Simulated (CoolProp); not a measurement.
A simple Rankine cycle with water: condensing at 327.15 K, boiler at 13.5 MPa, turbine inlet 612.2 K, turbine efficiency 0.8, pump efficiency 0.8, no recuperator. Each further row changes one setting.

Values from CoolProp's reference Helmholtz-energy equation of state, Wagner 2002.

```
case                             thermal efficiency (%)  net work (kJ/kg)  heat in (kJ/kg)  turbine exit temperature (K)  volume ratio over the turbine
-------------------------------  ----------------------  ----------------  ---------------  ----------------------------  -----------------------------
as stated                                          29.5               724             2460                         327.1                            567
turbine inlet 632.2 K                              29.9               775             2590                         327.1                            509
condensing temperature 319.15 K                    30.3               755             2490                         319.1                            ___
boiler pressure 9.45 MPa                           29.1               ___              ___                         327.1                            344
turbine efficiency 0.7                             25.7               632             2460                         327.1                            598
```

**Question.** What belongs in the gaps?

**Answer.** 
- condensing temperature 319.15 K, volume ratio over the turbine: 819
- boiler pressure 9.45 MPa, net work (kJ/kg): 773
- boiler pressure 9.45 MPa, heat in (kJ/kg): 2660

The expansion ends wet for: as stated; turbine inlet 632.2 K; condensing temperature 319.15 K; boiler pressure 9.45 MPa; turbine efficiency 0.7.
